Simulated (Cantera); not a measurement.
Charge: 1 mol n-butane, 1.3 mol NH3, 16 mol H2, held at 5.90 bar.

Cantera equilibrium calculation (NASA polynomials, part measured and part estimated; ideal gas, pure solids and liquids). Candidate condensed phases: C, C6H6, C7H8, C8H18; 92 gas species. Kinetics and transport are ignored.

**Question.** Which condensed phases are stable at each of these points (T (K)): 748, 848, 948, 1048, 1148, 1248, 1348, 1448, 1548, 1648, 1748?

**Answer.** 
| T (K) | condensed phases | C condensed (%) |
|---|---|---|
| 748 | gas only | 0.0 |
| 848 | gas only | 0.0 |
| 948 | gas only | 0.0 |
| 1048 | C(graphite) | 1.0 |
| 1148 | C(graphite) | 44.0 |
| 1248 | C(graphite) | 69.1 |
| 1348 | C(graphite) | 82.5 |
| 1448 | C(graphite) | 89.5 |
| 1548 | C(graphite) | 93.3 |
| 1648 | C(graphite) | 95.3 |
| 1748 | C(graphite) | 96.4 |

From 748 K to 948 K nothing is condensed. From 1048 K to 1748 K the condensed part is C(graphite).
